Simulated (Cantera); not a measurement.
A perfectly stirred reactor is fed with CH₄ : N₂ = 1 : 2.2 (molar parts), at 0.330 Torr; it is held at 1848 K, and followed from long to short residence time.

Detailed kinetics in Cantera: GRI-Mech 3.0 (53 species, 325 reactions). GRI-Mech 3.0 stops at C3 and has no aromatics, soot or wall deposition, so with more carbon than oxygen in the feed, carbon stays in small species such as C2H2 where larger ones or solid carbon would form. Radical loss at walls, strong at low pressure, is not modelled.

### Question
Predict: x(CH₄) at τ = 22.0 s; x(C₂H) at τ = 22.0 s; x(CH₃) at τ = 22.0 s; x(C₂H₆) at τ = 22.0 s; x(CH₂) at τ = 22.0 s; x(CH₄) at τ = 73.0 ms; x(C₂H) at τ = 73.0 ms; x(CH₃) at τ = 73.0 ms; x(C₂H₆) at τ = 73.0 ms; x(CH₂) at τ = 73.0 ms.

### Answer
```json
{
  "x(CH₄) at τ = 22.0 s": "0.0228",
  "x(C₂H) at τ = 22.0 s": "4.09e-6",
  "x(CH₃) at τ = 22.0 s": "0.00158",
  "x(C₂H₆) at τ = 22.0 s": "1.27e-6",
  "x(CH₂) at τ = 22.0 s": "5.12e-6",
  "x(CH₄) at τ = 73.0 ms": "0.307",
  "x(C₂H) at τ = 73.0 ms": "7.55e-9",
  "x(CH₃) at τ = 73.0 ms": "0.00262",
  "x(C₂H₆) at τ = 73.0 ms": "1.22e-6",
  "x(CH₂) at τ = 73.0 ms": "1.12e-6"
}
```
